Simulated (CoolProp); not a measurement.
The numbers come from the reference Helmholtz-energy equation of state, Lemmon 2005 in CoolProp. It is a short technical equation, of lower accuracy than the large ones.

### Question
For 1-butene, give the phase and the density (kg/m³), cv (kJ/(kg K)), isothermal compressibility (1/MPa) at 212.2 K and 7.89 MPa; 238.9 K and 7.89 MPa; 247.9 K and 7.89 MPa.

### Answer
- 212.2 K and 7.89 MPa: liquid; density 691, cv 1.36, isothermal compressibility 0.00105
- 238.9 K and 7.89 MPa: liquid; density 664, cv 1.42, isothermal compressibility 0.00136
- 247.9 K and 7.89 MPa: liquid; density 655, cv 1.44, isothermal compressibility 0.00148
